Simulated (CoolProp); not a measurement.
c-C4F8 (RC318) along the isotherm 343.1 K: fugacity coefficient from the reference equation and from simpler models built on Tc = 388.4 K, pc = 2.778 MPa, ω = 0.355; each cubic takes its own stable root.

Values from CoolProp's reference Helmholtz-energy equation of state, Platzer 1990. This equation is an older, rougher fit; its heat capacities, sound speeds and derivatives of the liquid may be far off and weren't checked against measurements.

```json
[
 {"p (MPa)": "1.26", "phase": "liquid", "reference": "0.6899"},
 {"p (MPa)": "2.53", "phase": "liquid", "reference": "0.3679"},
 {"p (MPa)": "3.79", "phase": "liquid", "reference": "0.2626"},
 {"p (MPa)": "5.05", "phase": "liquid", "reference": "0.2105"},
 {"p (MPa)": "6.31", "phase": "liquid", "reference": "0.1798"},
 {"p (MPa)": "7.58", "phase": "liquid", "reference": "0.1597"},
 {"p (MPa)": "8.84", "phase": "liquid", "reference": "0.1460"},
 {"p (MPa)": "10.1", "phase": "liquid", "reference": "0.1362"},
 {"p (MPa)": "11.4", "phase": "liquid", "reference": "0.1287"},
 {"p (MPa)": "12.6", "phase": "liquid", "reference": "0.1236"},
 {"p (MPa)": "13.9", "phase": "liquid", "reference": "0.1194"}
]
```

### Question
How far does each simpler model (Redlich-Kwong, Soave-Redlich-Kwong, Peng-Robinson) lie from the reference over these 11 states: mean and median of the absolute difference, and the worst?

### Answer
- Redlich-Kwong: mean 22.1 %, median 22.9 %, worst +25.9 % at 343.1 K and 13.9 MPa
- Soave-Redlich-Kwong: mean 3.2 %, median 3.4 %, worst +4.9 % at 343.1 K and 13.9 MPa
- Peng-Robinson: mean 3.4 %, median 3.3 %, worst -5.4 % at 343.1 K and 13.9 MPa

At some of these states Redlich-Kwong gives the other phase, because its saturation line lies elsewhere.
